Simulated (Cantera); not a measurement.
Input: 1 mol SiF4, 0.15 mol NO, 1.2 mol H2, 16 mol H2O, equilibrated at 29000 Pa.

These are equilibrium values from Cantera (NASA tables, ideal gas, pure condensed phases), not measurements of a reactor. Candidate condensed phases: H2O, Si, SiO2, Si2N2O, Si3N4; 58 gas species. The tables hold silica as quartz up to 1696 K and as liquid above; real silica turns to tridymite and cristobalite and melts near 1996 K. Gases not in the tables: Si(OH)4. Rates play no part.

Task: Which condensed phases are stable at each of these points (T (K)): 748, 898, 1048, 1198, 1348, 1498, 1648, 1798, 1948, 2098?

Result: 
```json
[
 {"T (K)": "748", "condensed phases": "SiO2(α-quartz)", "Si condensed (%)": "53.0"},
 {"T (K)": "898", "condensed phases": "SiO2(β-quartz)", "Si condensed (%)": "82.7"},
 {"T (K)": "1048", "condensed phases": "SiO2(β-quartz)", "Si condensed (%)": "95.9"},
 {"T (K)": "1198", "condensed phases": "SiO2(β-quartz)", "Si condensed (%)": "99.0"},
 {"T (K)": "1348", "condensed phases": "SiO2(β-quartz)", "Si condensed (%)": "99.7"},
 {"T (K)": "1498", "condensed phases": "SiO2(β-quartz)", "Si condensed (%)": "99.9"},
 {"T (K)": "1648", "condensed phases": "SiO2(β-quartz)", "Si condensed (%)": "99.9"},
 {"T (K)": "1798", "condensed phases": "SiO2(condensed)", "Si condensed (%)": "100.0"},
 {"T (K)": "1948", "condensed phases": "SiO2(condensed)", "Si condensed (%)": "100.0"},
 {"T (K)": "2098", "condensed phases": "SiO2(l)", "Si condensed (%)": "99.8"}
]
```

At 748 K the condensed part is SiO2(α-quartz). From 898 K to 1648 K the condensed part is SiO2(β-quartz). From 1798 K to 1948 K the condensed part is SiO2(condensed). At 2098 K the condensed part is SiO2(l).
